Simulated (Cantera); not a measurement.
Cantera run:

```python
import numpy as np
import cantera as ct

gas_names = """
    CL CLF CLF3 CL2 F F2 N NF NF2 NF3 N2 Si SiCL SiCL2 SiCL3 SiCL4 SiF SiF2 SiF3 SiF4 SiN Si2 Si2N Si3
""".split()
cond_names = """
    Si(cr) Si(L) Si3N4(a)
""".split()


# ... load() reads the species with a 1 bar reference pressure and builds the phases ...
atoms = {
    'Si': {'Si': 1},
    'Cl2': {'CL': 2},
    'N2': {'N': 2},
    'F2': {'F': 2},
}
top_T = {'Si3N4(a)': 2400}  # K; cautious upper limits of use, not melting points


# ... equilibrate(T, P, feed) seeds the gas with the atoms and calls Mixture.equilibrate('TP', solver="vcs", rtol=1e-11, max_steps=5000) ...
results = []
feed = {'Si': 1, 'Cl2': 1.7, 'N2': 1, 'F2': 2.1}  # mol
P = 1333.22  # Pa
for T in [1273, 1323, 1373, 1423, 1473, 1523, 1573, 1623, 1673, 1723]:
    mix = equilibrate(T, P, feed)
    results.append((T, P, feed, dict(zip(mix.species_names, mix.species_moles))))

top = {s: max(r[3][s] / sum(r[3][g] for g in gas_names) for r in results) for s in gas_names}
cols = sorted((s for s in top if top[s] > 1e-06), key=lambda s: -top[s])[:6]
seen = [c for c in cond_names if any(r[3].get(c, 0) > 1e-12 for r in results)]
print("log10 of partial pressures in bar; condensed amounts in mol")
print(f"{'T/K':>10s}" + "".join(f"{s[:9]:>10s}" for s in cols + seen))
for T, P, feed, n in results:
    ng = sum(n[g] for g in gas_names)
    print(f"{T:10.4g}" + "".join(f"{np.log10(max(n[s] / ng * P / 1e5, 1e-99)):10.3f}" for s in cols)
          + "".join(f"{n.get(c, 0):10.4g}" for c in seen))
```

Output:

```
log10 of partial pressures in bar; condensed amounts in mol
       T/K        CL       CL2      SiF4        N2       CLF         F
      1273    -3.158    -2.290    -2.467    -2.467    -3.190    -4.440
      1323    -2.975    -2.312    -2.473    -2.473    -3.211    -4.243
      1373    -2.810    -2.343    -2.482    -2.482    -3.242    -4.066
      1423    -2.664    -2.386    -2.494    -2.494    -3.286    -3.909
      1473    -2.536    -2.444    -2.508    -2.508    -3.345    -3.773
      1523    -2.427    -2.520    -2.525    -2.525    -3.423    -3.657
      1573    -2.337    -2.615    -2.543    -2.543    -3.523    -3.563
      1623    -2.266    -2.731    -2.560    -2.560    -3.645    -3.490
      1673    -2.212    -2.866    -2.576    -2.576    -3.787    -3.435
      1723    -2.173    -3.017    -2.590    -2.590    -3.946    -3.397
```

Cantera equilibrium calculation (NASA polynomials, part measured and part estimated; ideal gas, pure solids and liquids).
